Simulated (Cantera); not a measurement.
What does this Cantera script print?

```python
import numpy as np
import cantera as ct

gas = ct.Solution("gri30.yaml")
gas.TPX = 1200, 120000, {'H2': 1, 'O2': 0.5, 'N2': 1.88}
reactor = ct.IdealGasReactor(gas, energy="on", clone=False)
net = ct.ReactorNet([reactor])
net.rtol, net.atol = 1e-08, 1e-16
show = ['H2', 'O2', 'NO', 'H2O', 'HO2', 'N2O']
times = np.geomspace(1e-06, 1, 15)

steps = ct.SolutionArray(gas, extra=["t"])
rows = []
print(f"{'t/s':>10s}{'T/K':>9s}{'P/Pa':>11s}" + "".join(f"{s:>11s}" for s in show))
for t in times:
    while net.time < t:
        t_next = net.step()
        steps.append(gas.state, t=t_next)
    rows.append([np.interp(t, steps.t, y) for y in (steps.T, steps.P, *steps(*show).X.T)])
    print(f"{t:10.3e}{rows[-1][0]:9.1f}{rows[-1][1]:11.4g}" + "".join(f"{x:11.3e}" for x in rows[-1][2:]))
rate = np.gradient(steps.T, steps.t)
print("integrator steps:", len(steps.t))
if steps.T.max() > steps.T[0] + 200:
    print(f"time of steepest temperature rise: {steps.t[rate.argmax()]:.4e} s")
gas.TPX = 1200, 120000, {'H2': 1, 'O2': 0.5, 'N2': 1.88}
gas.equilibrate("UV")
print(f"equilibrium (UV): T = {gas.T:.1f} K  " + "  ".join(f"{s} {gas[s].X[0]:.3e}" for s in show))
```

Result:

```
       t/s      T/K       P/Pa         H2         O2         NO        H2O        HO2        N2O
 1.000e-06   1200.0    1.2e+05  2.959e-01  1.479e-01  2.146e-21  6.369e-10  3.790e-09  8.291e-17
 2.683e-06   1200.0    1.2e+05  2.959e-01  1.479e-01  4.020e-20  7.595e-09  1.121e-08  8.830e-16
 7.197e-06   1200.0    1.2e+05  2.959e-01  1.479e-01  1.951e-18  1.399e-07  5.066e-08  1.539e-14
 1.931e-05   1200.1    1.2e+05  2.958e-01  1.479e-01  3.188e-14  2.558e-05  4.337e-06  2.698e-12
 5.179e-05   2630.1  2.416e+05  5.837e-02  2.270e-02  1.415e-04  2.279e-01  1.172e-05  2.249e-07
 1.389e-04   2959.6  2.656e+05  4.889e-02  1.590e-02  2.949e-03  2.553e-01  1.157e-05  7.079e-07
 3.728e-04   2951.9  2.648e+05  4.988e-02  1.447e-02  7.842e-03  2.551e-01  1.061e-05  7.697e-07
 1.000e-03   2948.2  2.645e+05  5.037e-02  1.383e-02  1.010e-02  2.551e-01  1.018e-05  8.231e-07
 2.683e-03   2948.1  2.645e+05  5.038e-02  1.381e-02  1.018e-02  2.551e-01  1.017e-05  8.252e-07
 7.197e-03   2948.1  2.645e+05  5.038e-02  1.381e-02  1.018e-02  2.551e-01  1.017e-05  8.252e-07
 1.931e-02   2948.1  2.645e+05  5.038e-02  1.381e-02  1.018e-02  2.551e-01  1.017e-05  8.252e-07
 5.179e-02   2948.1  2.645e+05  5.038e-02  1.381e-02  1.018e-02  2.551e-01  1.017e-05  8.252e-07
 1.389e-01   2948.1  2.645e+05  5.038e-02  1.381e-02  1.018e-02  2.551e-01  1.017e-05  8.252e-07
 3.728e-01   2948.1  2.645e+05  5.038e-02  1.381e-02  1.018e-02  2.551e-01  1.017e-05  8.252e-07
 1.000e+00   2948.1  2.645e+05  5.038e-02  1.381e-02  1.018e-02  2.551e-01  1.017e-05  8.252e-07
integrator steps: 1156
time of steepest temperature rise: 3.7875e-05 s
equilibrium (UV): T = 2948.1 K  H2 5.038e-02  O2 1.381e-02  NO 1.018e-02  H2O 2.551e-01  HO2 1.017e-05  N2O 8.252e-07
```

Detailed kinetics in Cantera: GRI-Mech 3.0 (53 species, 325 reactions).
